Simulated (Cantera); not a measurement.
An adiabatic, constant-volume homogeneous reactor starts with CH4 : C2H6 : O2 : N2 = 1 : 0.12 : 1.27 : 4.79 (molar parts), equivalence ratio 1.9, at 1250 K and 1.20 bar. Integrator tolerance rtol = 1e-08.

Cantera simulation using GRI-Mech 3.0 (53 species, 325 reactions); the numbers are that mechanism's predictions, not measurements.

What does this change do: initial temperature 1250 to 1100 K?


| quantity | before | after |
|---|---|---|
| time of steepest temperature rise | 2.77 ms | 16.3 ms |
| temperature at 2.00 s | 2662 K | 2563 K |
| equilibrium temperature | 2662 K | 2563 K |
| x(CH4) at 2.00 s | 4.16e-11 (gas-phase equilibrium 4.69e-11) | 7.39e-11 (gas-phase equilibrium 8.32e-11) |
| x(C2H6) at 2.00 s | <1e-12 (gas-phase equilibrium <1e-12) | <1e-12 (gas-phase equilibrium <1e-12) |
| x(O2) at 2.00 s | 4.63e-5 (gas-phase equilibrium 4.63e-5) | 1.75e-5 (gas-phase equilibrium 1.75e-5) |
| x(C2H) at 2.00 s | <1e-12 (gas-phase equilibrium <1e-12) | <1e-12 (gas-phase equilibrium <1e-12) |
| x(H2O) at 2.00 s | 0.132 (gas-phase equilibrium 0.132) | 0.134 (gas-phase equilibrium 0.134) |
| x(CO) at 2.00 s | 0.128 (gas-phase equilibrium 0.128) | 0.128 (gas-phase equilibrium 0.128) |
| x(OH) at 2.00 s | 0.00248 (gas-phase equilibrium 0.00248) | 0.00144 (gas-phase equilibrium 0.00144) |

What does this change do: pressure from 1.20 bar to 21.0 bar?


| quantity | before | after |
|---|---|---|
| time of steepest temperature rise | 2.77 ms | 0.258 ms |
| temperature at 2.00 s | 2662 K | 2732 K |
| equilibrium temperature | 2662 K | 2732 K |
| x(CH4) at 2.00 s | 4.16e-11 (gas-phase equilibrium 4.69e-11) | 1.10e-8 (gas-phase equilibrium 1.22e-8) |
| x(C2H6) at 2.00 s | <1e-12 (gas-phase equilibrium <1e-12) | <1e-12 (gas-phase equilibrium <1e-12) |
| x(O2) at 2.00 s | 4.63e-5 (gas-phase equilibrium 4.63e-5) | 4.70e-6 (gas-phase equilibrium 4.70e-6) |
| x(C2H) at 2.00 s | <1e-12 (gas-phase equilibrium <1e-12) | <1e-12 (gas-phase equilibrium <1e-12) |
| x(H2O) at 2.00 s | 0.132 (gas-phase equilibrium 0.132) | 0.136 (gas-phase equilibrium 0.136) |
| x(CO) at 2.00 s | 0.128 (gas-phase equilibrium 0.128) | 0.129 (gas-phase equilibrium 0.129) |
| x(OH) at 2.00 s | 0.00248 (gas-phase equilibrium 0.00248) | 0.000832 (gas-phase equilibrium 0.000832) |
The pressure lies above the range GRI-Mech 3.0 was tuned for (to about 10 atm).
